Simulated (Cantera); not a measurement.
An adiabatic, constant-pressure homogeneous reactor starts with CH4 : O2 : N2 : H2O = 1 : 2.15 : 8.09 : 0.25 (molar parts), equivalence ratio 0.93, at 1198 K and 1.00 atm. Integrator tolerance rtol = 1e-08.

Cantera simulation using GRI-Mech 3.0 (53 species, 325 reactions); the numbers are that mechanism's predictions, not measurements.

```
quantity                                                              before                                      after
---------------------------------  -----------------------------------------  -----------------------------------------
time of steepest temperature rise                                    47.5 ms                                    66.7 ms
temperature at 1.00 s                                                 2574 K                                     2552 K
equilibrium temperature                                               2574 K                                     2552 K
x(CH4) at 1.00 s                       <1e-12 (gas-phase equilibrium <1e-12)      <1e-12 (gas-phase equilibrium <1e-12)
x(O2) at 1.00 s                        0.0213 (gas-phase equilibrium 0.0213)      0.0221 (gas-phase equilibrium 0.0221)
x(H2O) at 1.00 s                         0.173 (gas-phase equilibrium 0.173)        0.171 (gas-phase equilibrium 0.171)
x(CH2O) at 1.00 s                  9.25e-11 (gas-phase equilibrium 9.25e-11)  7.01e-11 (gas-phase equilibrium 7.01e-11)
x(CO2) at 1.00 s                       0.0621 (gas-phase equilibrium 0.0621)      0.0608 (gas-phase equilibrium 0.0608)
x(NO) at 1.00 s                      0.00776 (gas-phase equilibrium 0.00776)    0.00762 (gas-phase equilibrium 0.00762)
```

### Question
Which change was made?
A) initial temperature 1198 to 1673 K
B) pressure from 1.00 atm to 1.28 atm
C) pressure from 1.00 atm to 7.20 atm
D) pressure from 1.00 atm to 0.671 atm

### Answer
D, pressure from 1.00 atm to 0.671 atm
